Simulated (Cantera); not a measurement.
# Premixed flame

A freely propagating, adiabatic, planar premixed flame of H₂ : O₂ : N₂ = 1 : 0.263 : 0.989 (molar parts), unburnt at 325 K and 0.326 atm; multicomponent transport, grid criteria slope 0.08 and curve 0.16, no radiation.

Computed with Cantera and the H2/O2 subset of GRI-Mech 3.0, which has no nitrogen chemistry. Burning velocities carry a grid error of a few per cent, more on coarse grids.

```json
[
 {"z (mm)": "-4.52", "T (K)": "325", "u (m/s)": "3.04", "x H₂": "0.444", "x O₂": "0.117", "x H₂O₂": "<1e-8", "x OH": "<1e-8", "x O": "<1e-8", "x H": "<1e-8"},
 {"z (mm)": "-3.01", "T (K)": "325", "u (m/s)": "3.04", "x H₂": "0.444", "x O₂": "0.117", "x H₂O₂": "<1e-8", "x OH": "<1e-8", "x O": "<1e-8", "x H": "<1e-8"},
 {"z (mm)": "-2.26", "T (K)": "325", "u (m/s)": "3.04", "x H₂": "0.444", "x O₂": "0.117", "x H₂O₂": "<1e-8", "x OH": "<1e-8", "x O": "<1e-8", "x H": "<1e-8"},
 {"z (mm)": "-1.51", "T (K)": "325", "u (m/s)": "3.04", "x H₂": "0.444", "x O₂": "0.117", "x H₂O₂": "<1e-8", "x OH": "<1e-8", "x O": "<1e-8", "x H": "<1e-8"},
 {"z (mm)": "-0.753", "T (K)": "338", "u (m/s)": "3.15", "x H₂": "0.442", "x O₂": "0.117", "x H₂O₂": "6.53e-6", "x OH": "1.55e-5", "x O": "1.42e-6", "x H": "1.12e-5"},
 {"z (mm)": "-0.377", "T (K)": "627", "u (m/s)": "5.72", "x H₂": "0.411", "x O₂": "0.109", "x H₂O₂": "4.78e-5", "x OH": "0.000745", "x O": "0.000160", "x H": "0.00717"},
 {"z (mm)": "0", "T (K)": "1051", "u (m/s)": "9.29", "x H₂": "0.311", "x O₂": "0.0752", "x H₂O₂": "9.32e-7", "x OH": "0.00130", "x O": "0.00249", "x H": "0.0479"},
 {"z (mm)": "0.377", "T (K)": "1325", "u (m/s)": "11.6", "x H₂": "0.209", "x O₂": "0.0196", "x H₂O₂": "4.61e-7", "x OH": "0.00287", "x O": "0.00345", "x H": "0.0884"},
 {"z (mm)": "0.753", "T (K)": "1439", "u (m/s)": "12.5", "x H₂": "0.185", "x O₂": "0.00334", "x H₂O₂": "3.05e-7", "x OH": "0.00312", "x O": "0.00183", "x H": "0.0936"},
 {"z (mm)": "1.51", "T (K)": "1544", "u (m/s)": "13.3", "x H₂": "0.189", "x O₂": "0.000862", "x H₂O₂": "2.42e-7", "x OH": "0.00356", "x O": "0.00134", "x H": "0.0829"},
 {"z (mm)": "3.01", "T (K)": "1658", "u (m/s)": "14.2", "x H₂": "0.198", "x O₂": "0.000612", "x H₂O₂": "1.66e-7", "x OH": "0.00390", "x O": "0.00108", "x H": "0.0675"},
 {"z (mm)": "6.03", "T (K)": "1771", "u (m/s)": "15.0", "x H₂": "0.208", "x O₂": "0.000406", "x H₂O₂": "9.46e-8", "x OH": "0.00386", "x O": "0.000752", "x H": "0.0517"},
 {"z (mm)": "12.1", "T (K)": "1874", "u (m/s)": "15.8", "x H₂": "0.216", "x O₂": "0.000230", "x H₂O₂": "4.84e-8", "x OH": "0.00340", "x O": "0.000442", "x H": "0.0371"}
]
```
x: mole fraction of selected species; z is measured from the peak of heat release.

| Item | Result |
|---|---|
| laminar burning velocity | 304 cm/s |
| thermal thickness | 1.51 mm |
| peak x(H₂O₂) | 6.30e-5 |
| peak x(OH) | 0.00394 |
| peak x(O) | 0.00388 |
| peak x(H) | 0.0942 |
